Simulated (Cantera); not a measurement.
Cantera run:

```python
import numpy as np
import cantera as ct

gas_names = [...]  # 92 gases of nasa_gas.yaml made of C, H, N
cond_names = """
    C(gr) C6H6(L) C7H8(L) C8H18(L),n-octa
""".split()


# ... load() reads the species with a 1 bar reference pressure and builds the phases ...
atoms = {
    'CH4': {'C': 1, 'H': 4},
    'NH3': {'N': 1, 'H': 3},
    'N2': {'N': 2},
}
top_T = {'C(gr)': 4500}  # K; cautious upper limits of use, not melting points


# ... equilibrate(T, P, feed) seeds the gas with the atoms and calls Mixture.equilibrate('TP', solver="vcs", rtol=1e-11, max_steps=5000) ...
results = []
feed = {'CH4': 1, 'NH3': 0.091, 'N2': 0.97}  # mol
T = 2650  # K
P = 2200  # Pa
mix = equilibrate(T, P, feed)
results.append((T, P, feed, dict(zip(mix.species_names, mix.species_moles))))
x = sorted(zip(gas.X, gas.species_names), reverse=True)
print(f"T = {T:g} K  P = {P:g} Pa  gas = {mix.phase_moles(0):.4g} mol")
print("   x: " + "  ".join(f"{s} {v:.3e}" for v, s in x if v > 0.0001))
print("   condensed (mol): " + ("  ".join(f"{mix.phase(i).name} {mix.phase_moles(i):.4g}"
      for i in range(1, mix.n_phases) if mix.phase_moles(i) > 1e-12) or "none"))
```

Output:

```
T = 2650 K  P = 2200 Pa  gas = 3.537 mol
   x: H2 4.664e-01  N2 2.662e-01  H 2.158e-01  HCN 3.553e-02  C2H2,acetylene 9.153e-03  HNC 4.895e-03  CN 1.161e-03  C2H 4.102e-04  C3 2.034e-04
   condensed (mol): C(gr) 0.7812
```

Equilibrium computed with Cantera from the NASA thermochemical tables; the gas is ideal and each condensed phase is pure.
